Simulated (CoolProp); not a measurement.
Computed with CoolProp (reference Helmholtz-energy equation of state, Lemmon 2006). It is a short technical equation, of lower accuracy than the large ones.

Task: For R141b, give the phase and the cv (kJ/(kg K)), isothermal compressibility (1/MPa), viscosity (µPa s), Prandtl number at 226.85 °C and 1080 kPa; 226.85 °C and 14800 kPa; 226.85 °C and 25000 kPa.

Result: 
- 226.85 °C and 1080 kPa: gas; cv 0.938, isothermal compressibility 1.01, viscosity 15.7, Prandtl number 0.547
- 226.85 °C and 14800 kPa: supercritical; cv 0.987, isothermal compressibility 0.0144, viscosity 90.3, Prandtl number 2.12
- 226.85 °C and 25000 kPa: supercritical; cv 0.985, isothermal compressibility 0.00686, viscosity 117, Prandtl number 2.30

Viscosity comes from a separate model (Huber 2003), an estimate that may be off by 10 % or more. Thermal conductivity comes from a separate model (Huber 2003), an estimate that may be off by 10 % or more.
